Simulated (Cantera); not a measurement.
A closed system holds: 1 mol CsOH, 7.8 mol H₂O, held at 998 K and 0.133 bar.

Method: chemical equilibrium by Gibbs-energy minimisation in Cantera with the NASA 1993 tables (ideal gas, pure condensed phases). Candidate condensed phases: Cs, CsOH, H₂O; 15 gas species. Kinetics and transport are ignored.

Base state: H₂O 0.893, CsOH 0.0989, Cs₂(OH)₂ 0.00782 (mole fractions); condensed: gas only.

Task: What changes in the equilibrium state with this change: H₂O from 7.8 to 0.63 mol?

Result: 
```tsv
species	before	after
H₂O	0.893	0.560
CsOH	0.0989	0.345
Cs₂(OH)₂	0.00782	0.0951
CsOH(l), mol	0	0.398
```

Task: What changes in the equilibrium state with this change: pressure from 0.133 bar to 5.40 mbar?

Result: 
| species | before | after |
|---|---|---|
| H₂O | 0.893 | 0.887 |
| CsOH | 0.0989 | 0.113 |
| Cs₂(OH)₂ | 0.00782 | 0.000413 |
